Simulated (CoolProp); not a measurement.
A closed Brayton cycle with carbon dioxide: compressor inlet 317.15 K and 8 MPa, high pressure 25.4 MPa, turbine inlet 910 K, compressor efficiency 0.89, turbine efficiency 0.85, recuperator effectiveness 0.9 (on enthalpy, no pinch check). Each further row changes one setting.

The numbers come from the reference Helmholtz-energy equation of state, Span 1996 in CoolProp.

```json
[
 {"case": "as stated", "thermal efficiency (%)": "36.0", "net work (kJ/kg)": "104", "compressor to turbine work": "0.34", "compressor exit (K)": "406.8", "turbine exit (K)": "772.2"},
 {"case": "turbine inlet 860 K", "thermal efficiency (%)": "34.4", "net work (kJ/kg)": "94.6", "compressor to turbine work": "0.36", "compressor exit (K)": "406.8", "turbine exit (K)": "726.9"},
 {"case": "compressor inlet 327.15 K", "thermal efficiency (%)": "34.8", "net work (kJ/kg)": "95.8", "compressor to turbine work": "0.39", "compressor exit (K)": "426.3", "turbine exit (K)": "772.2"},
 {"case": "high pressure 21.6 MPa", "thermal efficiency (%)": "34.9", "net work (kJ/kg)": "93.0", "compressor to turbine work": "0.32", "compressor exit (K)": "394.0", "turbine exit (K)": "790.9"},
 {"case": "recuperator effectiveness 0.5", "thermal efficiency (%)": "22.7", "net work (kJ/kg)": "104", "compressor to turbine work": "0.34", "compressor exit (K)": "406.8", "turbine exit (K)": "772.2"}
]
```
